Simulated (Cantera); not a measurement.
Input: 1 mol C3H6, 0.25 mol CO2, 6.7 mol H2, at 1102 °C and 89.0 bar.

Method: chemical equilibrium by Gibbs-energy minimisation in Cantera with the NASA 1993 tables (ideal gas, pure condensed phases). Candidate condensed phases: C, C6H6, C7H8, C8H18, H2O; 110 gas species. The ideal-gas law is rough above about 30 bar. Kinetics and transport are ignored.

**Question.** What is the equilibrium state?

**Answer.** 
```
Property                    Value
----------------------  ---------
x(H2)                       0.714
x(CH4)                      0.226
x(CO)                      0.0464
x(H2O)                     0.0136
x(CO2)                   0.000426
x(C2H6)                  0.000141
x(C2H4)                   9.00e-5
x(CH3)                    1.94e-6
x(HCHO (formaldehyde))    1.36e-6
n(C(graphite))           1.00 mol
gas amount              8.226 mol
```
